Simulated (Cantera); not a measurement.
A perfectly stirred reactor is fed with CH4 : H2 : O2 : N2 = 1 : 0.21 : 1.32 : 4.95 (molar parts), at 0.326 atm; it is adiabatic with a 323 K inlet, and is followed from long to short residence time, starting on the burning branch (τ in s: 0.035, 0.019, 0.011, 0.0059, 0.0033, 0.0018, 0.001, 0.00057, 0.00032, 0.00018, 9.7e-05, 5.4e-05, 3e-05).

Cantera simulation using GRI-Mech 3.0 (53 species, 325 reactions); the numbers are that mechanism's predictions, not measurements.

Task: Predict: blow-out, bracketed by the residence times tried; x(CH4) at τ = 35.0 ms; x(H2) at τ = 35.0 ms; x(O2) at τ = 35.0 ms; x(NO) at τ = 35.0 ms; x(C2H6) at τ = 35.0 ms; x(CH4) at τ = 1.00 ms; x(H2) at τ = 1.00 ms; x(O2) at τ = 1.00 ms.

Result: 
```
Property                                                                       Value
------------------------------------------------  ----------------------------------
blow-out, bracketed by the residence times tried  burning at 1.80 ms, out at 1.00 ms
x(CH4) at τ = 35.0 ms                                                        0.00197
x(H2) at τ = 35.0 ms                                                          0.0942
x(O2) at τ = 35.0 ms                                                        0.000877
x(NO) at τ = 35.0 ms                                                         4.92e-5
x(C2H6) at τ = 35.0 ms                                                       2.17e-6
x(CH4) at τ = 1.00 ms                                                          0.134
x(H2) at τ = 1.00 ms                                                          0.0281
x(O2) at τ = 1.00 ms                                                           0.176
```
